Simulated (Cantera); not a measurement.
Charge: 1 mol NaI, 11 mol N₂, held at 2000 Pa.

These are equilibrium values from Cantera (NASA tables, ideal gas, pure condensed phases), not measurements of a reactor. Candidate condensed phases: I₂, Na, NaI; 7 gas species. Gases not in the tables: NaBr and NaI dimers. The numbers say what is thermodynamically allowed, not how fast it happens.

Q: Which condensed phases are stable at each of these points (T (°C)): 450, 600, 750, 900, 1050, 1200, 1350, 1500, 1650, 1800?

A: 
```csv
T (°C),condensed phases,Na condensed (%)
450,NaI(s),100.0
600,NaI(s),97.8
750,NaI(l),22.6
900,gas only,0.0
1050,gas only,0.0
1200,gas only,0.0
1350,gas only,0.0
1500,gas only,0.0
1650,gas only,0.0
1800,gas only,0.0
```

From 450 °C to 600 °C the condensed part is NaI(s). At 750 °C the condensed part is NaI(l). From 900 °C to 1800 °C nothing is condensed.
